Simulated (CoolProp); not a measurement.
Properties of acetone at several states (Tc = 508.1 K, pc = 4.692 MPa, ω = 0.307).

Values from CoolProp's reference Helmholtz-energy equation of state, Lemmon 2006. It is a short technical equation, of lower accuracy than the large ones.

```json
[
 {"T (K)": "407.3", "p (MPa)": "0.396", "phase": "gas", "cp (kJ/(kg K))": "1.804", "cv (kJ/(kg K))": "1.573", "speed of sound (m/s)": "236.9", "Joule-Thomson coefficient (K/MPa)": "29.03", "isothermal compressibility (1/MPa)": "2.765", "fugacity coefficient": "0.9248"},
 {"T (K)": "540.2", "p (MPa)": "19.6", "phase": "supercritical", "cp (kJ/(kg K))": "2.850", "cv (kJ/(kg K))": "2.048", "speed of sound (m/s)": "492.0", "Joule-Thomson coefficient (K/MPa)": "0.3935", "isothermal compressibility (1/MPa)": "0.01116", "fugacity coefficient": "0.2988"},
 {"T (K)": "520.2", "p (MPa)": "0.123", "phase": "gas", "cp (kJ/(kg K))": "1.930", "cv (kJ/(kg K))": "1.780", "speed of sound (m/s)": "281.5", "Joule-Thomson coefficient (K/MPa)": "10.64", "isothermal compressibility (1/MPa)": "8.209", "fugacity coefficient": "0.9905"},
 {"T (K)": "300.5", "p (MPa)": "9.81", "phase": "liquid", "cp (kJ/(kg K))": "2.128", "cv (kJ/(kg K))": "1.554", "speed of sound (m/s)": "1218", "Joule-Thomson coefficient (K/MPa)": "-0.3568", "isothermal compressibility (1/MPa)": "0.001167", "fugacity coefficient": "0.004501"},
 {"T (K)": "267.8", "p (MPa)": "1.45", "phase": "liquid", "cp (kJ/(kg K))": "2.076", "cv (kJ/(kg K))": "1.505", "speed of sound (m/s)": "1314", "Joule-Thomson coefficient (K/MPa)": "-0.3824", "isothermal compressibility (1/MPa)": "0.0009759", "fugacity coefficient": "0.004972"}
]
```
